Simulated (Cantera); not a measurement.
Charge: 1 mol Si3N4, 0.004 mol Si, 0.3 mol H2, at 2100 K and 13.3 mbar.

These are equilibrium values from Cantera (NASA tables, ideal gas, pure condensed phases), not measurements of a reactor. Candidate condensed phases: Si, Si3N4; 18 gas species. The tables' values for SiN are old estimates; treat these amounts as uncertain. Gases not in the tables: Si2H6 and higher silanes. Rates play no part.

Task: What is the equilibrium state?

Result: 
| Item | Value |
|---|---|
| x(N2) | 0.856 |
| x(H2) | 0.124 |
| x(Si) | 0.0100 |
| x(H) | 0.00949 |
| x(Si2N) | 0.000266 |
| x(SiN) | 0.000222 |
| x(SiH) | 0.000220 |
| x(Si2) | 0.000130 |
| x(Si3) | 2.66e-5 |
| n(Si(l)) | 2.98 mol |
| gas amount | 2.336 mol |
